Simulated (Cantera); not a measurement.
A Cantera script and what it prints.

```python
import numpy as np
import cantera as ct

gas_names = """
    Br Br2 H HBr H2 N NH NH2 NH3 N2 N2H2 N2H4 Si SiBr SiBr2 SiBr3 SiBr4 SiH SiHBr3 SiH2 SiH2Br2 SiH3
    SiH3Br SiH4 SiN Si2 Si2N Si3
""".split()
cond_names = """
    Br2(cr) Br2(L) Si(cr) Si(L) Si3N4(a)
""".split()


# ... load() reads the species with a 1 bar reference pressure and builds the phases ...
atoms = {
    'Si': {'Si': 1},
    'HBr': {'H': 1, 'Br': 1},
    'N2': {'N': 2},
}
top_T = {'Si3N4(a)': 2400}  # K; cautious upper limits of use, not melting points


# ... equilibrate(T, P, feed) seeds the gas with the atoms and calls Mixture.equilibrate('TP', solver="vcs", rtol=1e-11, max_steps=5000) ...
results = []
feed = {'Si': 1, 'HBr': 11, 'N2': 28}  # mol
for P in [1, 3.6, 13, 46, 170, 600, 2200, 7700, 28000, 100000]:
    for T in [700, 750, 800, 850, 900, 950, 1000, 1050, 1100, 1150, 1200, 1250]:
        mix = equilibrate(T, P, feed)
        results.append((T, P, feed, dict(zip(mix.species_names, mix.species_moles))))

for T, P, feed, n in results:
    print(f"{T:7g} {P:10.4g}  " + (" + ".join(c for c in cond_names if n.get(c, 0) > 1e-12) or "gas only"))
```

It prints:

```
    700          1  Si3N4(a)
    750          1  Si3N4(a)
    800          1  Si3N4(a)
    850          1  Si3N4(a)
    900          1  Si3N4(a)
    950          1  Si3N4(a)
   1000          1  Si3N4(a)
   1050          1  Si3N4(a)
   1100          1  Si3N4(a)
   1150          1  Si3N4(a)
   1200          1  gas only
   1250          1  gas only
    700        3.6  Si3N4(a)
    750        3.6  Si3N4(a)
    800        3.6  Si3N4(a)
    850        3.6  Si3N4(a)
    900        3.6  Si3N4(a)
    950        3.6  Si3N4(a)
   1000        3.6  Si3N4(a)
   1050        3.6  Si3N4(a)
   1100        3.6  Si3N4(a)
   1150        3.6  Si3N4(a)
   1200        3.6  Si3N4(a)
   1250        3.6  gas only
    700         13  Si3N4(a)
    750         13  Si3N4(a)
    800         13  Si3N4(a)
    850         13  Si3N4(a)
    900         13  Si3N4(a)
    950         13  Si3N4(a)
   1000         13  Si3N4(a)
   1050         13  Si3N4(a)
   1100         13  Si3N4(a)
   1150         13  Si3N4(a)
   1200         13  Si3N4(a)
   1250         13  gas only
    700         46  Si3N4(a)
    750         46  Si3N4(a)
    800         46  Si3N4(a)
    850         46  Si3N4(a)
    900         46  Si3N4(a)
    950         46  Si3N4(a)
   1000         46  Si3N4(a)
   1050         46  Si3N4(a)
   1100         46  Si3N4(a)
   1150         46  Si3N4(a)
   1200         46  Si3N4(a)
   1250         46  Si3N4(a)
    700        170  Si3N4(a)
    750        170  Si3N4(a)
    800        170  Si3N4(a)
    850        170  Si3N4(a)
    900        170  Si3N4(a)
    950        170  Si3N4(a)
   1000        170  Si3N4(a)
   1050        170  Si3N4(a)
   1100        170  Si3N4(a)
   1150        170  Si3N4(a)
   1200        170  Si3N4(a)
   1250        170  Si3N4(a)
    700        600  Si3N4(a)
    750        600  Si3N4(a)
    800        600  Si3N4(a)
    850        600  Si3N4(a)
    900        600  Si3N4(a)
    950        600  Si3N4(a)
   1000        600  Si3N4(a)
   1050        600  Si3N4(a)
   1100        600  Si3N4(a)
   1150        600  Si3N4(a)
   1200        600  Si3N4(a)
   1250        600  Si3N4(a)
    700       2200  Si3N4(a)
    750       2200  Si3N4(a)
    800       2200  Si3N4(a)
    850       2200  Si3N4(a)
    900       2200  Si3N4(a)
    950       2200  Si3N4(a)
   1000       2200  Si3N4(a)
   1050       2200  Si3N4(a)
   1100       2200  Si3N4(a)
   1150       2200  Si3N4(a)
   1200       2200  Si3N4(a)
   1250       2200  Si3N4(a)
    700       7700  Si3N4(a)
    750       7700  Si3N4(a)
    800       7700  Si3N4(a)
    850       7700  Si3N4(a)
    900       7700  Si3N4(a)
    950       7700  Si3N4(a)
   1000       7700  Si3N4(a)
   1050       7700  Si3N4(a)
   1100       7700  Si3N4(a)
   1150       7700  Si3N4(a)
   1200       7700  Si3N4(a)
   1250       7700  Si3N4(a)
    700    2.8e+04  Si3N4(a)
    750    2.8e+04  Si3N4(a)
    800    2.8e+04  Si3N4(a)
    850    2.8e+04  Si3N4(a)
    900    2.8e+04  Si3N4(a)
    950    2.8e+04  Si3N4(a)
   1000    2.8e+04  Si3N4(a)
   1050    2.8e+04  Si3N4(a)
   1100    2.8e+04  Si3N4(a)
   1150    2.8e+04  Si3N4(a)
   1200    2.8e+04  Si3N4(a)
   1250    2.8e+04  Si3N4(a)
    700      1e+05  Si3N4(a)
    750      1e+05  Si3N4(a)
    800      1e+05  Si3N4(a)
    850      1e+05  Si3N4(a)
    900      1e+05  Si3N4(a)
    950      1e+05  Si3N4(a)
   1000      1e+05  Si3N4(a)
   1050      1e+05  Si3N4(a)
   1100      1e+05  Si3N4(a)
   1150      1e+05  Si3N4(a)
   1200      1e+05  Si3N4(a)
   1250      1e+05  Si3N4(a)
```

Cantera equilibrium calculation (NASA polynomials, part measured and part estimated; ideal gas, pure solids and liquids). N2 is the only nitrogen source here; it is nearly inert below about 1500 K, so the nitride shown seldom forms there in practice. The tables' values for SiBr3 are old estimates.
